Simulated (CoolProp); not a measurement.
Vapour-liquid equilibrium of methanol (1) + hexamethyldisiloxane (MM) (2) at 101.85 °C; x and y are mole fractions of (1).

Model: multi-fluid Helmholtz-energy mixture model, de Reuck 1993 and Thol 2016; pair parameters Bell 2016, in CoolProp.

```
x     bubble pressure, mixture model (MPa)  bubble pressure, Raoult's law (MPa)  y, mixture model  y, Raoult's law
----  ------------------------------------  -----------------------------------  ----------------  ---------------
0.05                                0.1353                               0.1188             0.240            0.158
0.2                                 0.2161                               0.1592             0.572            0.471
0.35                                0.2757                               0.1997                 …            0.657
0.5                                 0.3134                               0.2401             0.769            0.781
0.65                                0.3372                               0.2805             0.816            0.869
0.8                                 0.3554                               0.3209                 …            0.934
0.95                                     …                               0.3614                 …            0.985
```

Problem. What belongs in the gaps?

Solution. 
- 0.35, y, mixture model: 0.702
- 0.8, y, mixture model: 0.870
- 0.95, bubble pressure, mixture model (MPa): 0.3706
- 0.95, y, mixture model: 0.960

The largest gap from Raoult's law is +38.1 % in bubble pressure, at x = 0.35. No azeotrope shows between x = 0.05 and 0.95.

Pair parameters are fitted to limited data, so mixtures are less certain than the pure fluids.
